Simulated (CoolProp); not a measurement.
Vapour-liquid equilibrium of dimethyl carbonate (1) + n-octane (2) at 411.1 K; x and y are mole fractions of (1).

The numbers come from the multi-fluid Helmholtz-energy mixture model, Zhou 2011 and Beckmüller 2019; pair parameters Bell 2016 in CoolProp.

Give the bubble pressure and the first vapour's composition at x = 0.25, 0.65, 0.85. Is there an azeotrope?

x = 0.25: 0.2889 MPa, y = 0.591; x = 0.65: 0.3715 MPa, y = 0.776; x = 0.85: 0.3857 MPa, y = 0.863. y crosses x between x = 0.85 and 0.95: the model has an azeotrope there.

Pair parameters are fitted to limited data, so mixtures are less certain than the pure fluids.
